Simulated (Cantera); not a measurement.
Input (Python, Cantera) and output of one run.

```python
import numpy as np
import cantera as ct

gas_names = """
    AL ALC ALN AL2 C CN C2 CCN CNC C2N2 C3 C4 C4N2 C5 N N2
""".split()
cond_names = """
    AL(cr) AL(L) ALN(s) C(gr)
""".split()


def load(file, names, dense=False):
    # The tables refer to 1 bar. Condensed volumes are neglected.
    table = {s.name: s for s in ct.Species.list_from_file(file)}
    out = []
    for n in names:
        d = dict(table[n].input_data)
        d["thermo"] = dict(d["thermo"], **{"reference-pressure": 1e5})
        if dense:
            d["equation-of-state"] = {"model": "constant-volume", "density": "1e6 g/cm^3"}
        out.append(ct.Species.from_dict(d))
    return out


gas = ct.Solution(thermo="ideal-gas", species=load("nasa_gas.yaml", gas_names))
cond = {s.name: ct.Solution(thermo="fixed-stoichiometry", species=[s], name=s.name)
        for s in load("nasa_condensed.yaml", cond_names, dense=True)}
atoms = {
    'AlN': {'AL': 1, 'N': 1},
    'C': {'C': 1},
    'N2': {'N': 2},
}
top_T = {'ALN(s)': 2750, 'C(gr)': 4500}  # K; cautious upper limits of use, not melting points


def equilibrate(T, P, feed):
    n = {}
    for name, mol in feed.items():
        for a, k in atoms[name].items():
            n[a] = n.get(a, 0.0) + k * mol
    gas.TPX = T, P, n
    mass = sum(n.values()) * gas.mean_molecular_weight
    gas.equilibrate("TP")
    valid = [c for c in cond.values() if c.min_temp <= T <= top_T.get(c.name, c.max_temp)]
    mix = ct.Mixture([(gas, mass / gas.mean_molecular_weight)] + [(c, 0.0) for c in valid])
    mix.T, mix.P = T, P
    mix.equilibrate("TP", solver="vcs", rtol=1e-11, max_steps=5000)
    return mix


results = []
feed = {'AlN': 1, 'C': 0.067, 'N2': 0.14}  # mol
P = 1333.22  # Pa
for T in [1725, 1875, 2025, 2175, 2325, 2475, 2625, 2775, 2925]:
    mix = equilibrate(T, P, feed)
    results.append((T, P, feed, dict(zip(mix.species_names, mix.species_moles))))
    x = sorted(zip(gas.X, gas.species_names), reverse=True)
    print(f"T = {T:g} K  P = {P:g} Pa  gas = {mix.phase_moles(0):.4g} mol")
    print("   x: " + "  ".join(f"{s} {v:.3e}" for v, s in x if v > 0.0001))
    print("   condensed (mol): " + ("  ".join(f"{mix.phase(i).name} {mix.phase_moles(i):.4g}"
          for i in range(1, mix.n_phases) if mix.phase_moles(i) > 1e-12) or "none"))
```

Result:

```
T = 1725 K  P = 1333.22 Pa  gas = 0.14 mol
   x: N2 1.000e+00
   condensed (mol): ALN(s) 1  C(gr) 0.067
T = 1875 K  P = 1333.22 Pa  gas = 0.1402 mol
   x: N2 9.989e-01  AL 1.060e-03
   condensed (mol): ALN(s) 0.9999  C(gr) 0.067
T = 2025 K  P = 1333.22 Pa  gas = 0.1447 mol
   x: N2 9.785e-01  AL 2.152e-02
   condensed (mol): ALN(s) 0.9969  C(gr) 0.067
T = 2175 K  P = 1333.22 Pa  gas = 0.2926 mol
   x: N2 6.524e-01  AL 3.474e-01  AL2 2.122e-04
   condensed (mol): ALN(s) 0.8982  C(gr) 0.06699
T = 2325 K  P = 1333.22 Pa  gas = 1.64 mol
   x: AL 6.092e-01  N2 3.903e-01  AL2 3.513e-04  CN 1.167e-04
   condensed (mol): C(gr) 0.06676
T = 2475 K  P = 1333.22 Pa  gas = 1.64 mol
   x: AL 6.093e-01  N2 3.900e-01  CN 4.519e-04  AL2 2.038e-04
   condensed (mol): C(gr) 0.06602
T = 2625 K  P = 1333.22 Pa  gas = 1.642 mol
   x: AL 6.089e-01  N2 3.891e-01  CN 1.496e-03  C3 2.369e-04  AL2 1.256e-04
   condensed (mol): C(gr) 0.06295
T = 2775 K  P = 1333.22 Pa  gas = 1.647 mol
   x: AL 6.069e-01  N2 3.862e-01  CN 4.332e-03  C3 1.736e-03  C 3.751e-04  C2 1.687e-04  C2N2 1.325e-04
   condensed (mol): C(gr) 0.04944
T = 2925 K  P = 1333.22 Pa  gas = 1.667 mol
   x: AL 5.996e-01  N2 3.784e-01  CN 1.041e-02  C3 8.363e-03  C 1.706e-03  C2 8.971e-04  C2N2 2.256e-04  C5 1.055e-04
   condensed (mol): none
```

These are equilibrium values from Cantera (NASA tables, ideal gas, pure condensed phases), not measurements of a reactor.
